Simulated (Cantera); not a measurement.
Premixed flame

A freely propagating, adiabatic, planar premixed flame of H2 : O2 : N2 = 1 : 0.227 : 0.65 (molar parts), equivalence ratio 2.2, unburnt at 425 K and 96000 Pa; mixture-averaged transport, grid criteria slope 0.08 and curve 0.16, no radiation.

Model: the H2/O2 subset of GRI-Mech 3.0, which has no nitrogen chemistry, integrated in Cantera. Burning velocities carry a grid error of a few per cent, more on coarse grids.

| z (mm) | T (K) | u (m/s) | x H2 | x O2 | x H2O2 | x OH | x H2O | x H |
|---|---|---|---|---|---|---|---|---|
| -1.23 | 425 | 6.02 | 0.533 | 0.121 | <1e-8 | <1e-8 | <1e-8 | <1e-8 |
| -0.822 | 425 | 6.02 | 0.533 | 0.121 | <1e-8 | <1e-8 | <1e-8 | <1e-8 |
| -0.616 | 425 | 6.02 | 0.533 | 0.121 | <1e-8 | <1e-8 | <1e-8 | <1e-8 |
| -0.411 | 425 | 6.02 | 0.533 | 0.121 | <1e-8 | <1e-8 | 9.00e-8 | <1e-8 |
| -0.205 | 450 | 6.33 | 0.529 | 0.121 | 8.39e-6 | 4.94e-5 | 0.000614 | 7.03e-5 |
| -0.103 | 746 | 10.2 | 0.492 | 0.114 | 3.63e-5 | 0.000826 | 0.0245 | 0.00827 |
| 0 | 1185 | 15.7 | 0.392 | 0.0769 | 2.67e-6 | 0.00187 | 0.108 | 0.0490 |
| 0.103 | 1469 | 19.3 | 0.299 | 0.0223 | 9.19e-7 | 0.00348 | 0.212 | 0.0876 |
| 0.205 | 1592 | 20.9 | 0.275 | 0.00434 | 5.24e-7 | 0.00371 | 0.248 | 0.0938 |
| 0.411 | 1704 | 22.2 | 0.277 | 0.000571 | 3.45e-7 | 0.00406 | 0.257 | 0.0836 |
| 0.822 | 1822 | 23.5 | 0.287 | 0.000305 | 2.10e-7 | 0.00422 | 0.260 | 0.0674 |
| 1.64 | 1937 | 24.8 | 0.298 | 0.000194 | 1.14e-7 | 0.00396 | 0.263 | 0.0508 |
| 3.29 | 2040 | 25.9 | 0.307 | 0.000106 | 5.79e-8 | 0.00332 | 0.266 | 0.0358 |
x: mole fraction of selected species; z is measured from the peak of heat release.

laminar burning velocity: 602 cm/s
thermal thickness: 0.411 mm
peak x(H2O2): 4.27e-5
peak x(OH): 0.00422
peak x(H): 0.0941
grid points: 128
